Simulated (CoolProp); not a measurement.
Ethylene along the isotherm 26.45 °C: Z from the reference equation and from simpler models built on Tc = 9.2 °C, pc = 5.042 MPa, ω = 0.087; each cubic takes its own stable root.

Model: reference Helmholtz-energy equation of state, Smukala 2000, in CoolProp.

```tsv
p (MPa)	phase	reference
2.8	gas	0.8248
5.6	supercritical	0.5708
8.4	supercritical	0.3269
11.2	supercritical	0.3702
14	supercritical	0.4304
16.8	supercritical	0.4929
19.6	supercritical	0.5553
22.4	supercritical	0.6173
25.2	supercritical	0.6785
```

How far does each simpler model (van der Waals, Peng-Robinson) lie from the reference over these 9 states: mean and median of the absolute difference, and the worst?


- van der Waals: mean 22.5 %, median 29.3 %, worst +30.1 % at 26.45 °C and 25.2 MPa
- Peng-Robinson: mean 3.4 %, median 3.7 %, worst +6.0 % at 26.45 °C and 8.4 MPa
